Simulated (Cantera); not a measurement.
Input: 1 mol SiHCl3, 0.3 mol C2H2, 1400 mol H2, held at 27.0 mbar.

These are equilibrium values from Cantera (NASA tables, ideal gas, pure condensed phases), not measurements of a reactor. Candidate condensed phases: C, C6H6, C7H8, C8H18, Si, SiC; 109 gas species. Mutual solubility and eutectic melting of coexisting phases are not modelled. Gases not in the tables: Si2H6 and higher silanes. Rates play no part.

At 1402 °C, list the 4 most abundant gas species with their mole fractions, and the condensed phases.

H2 0.997, HCl 0.00210, H 0.000706, Si 1.61e-5. Condensed: Si(s) + SiC(s).
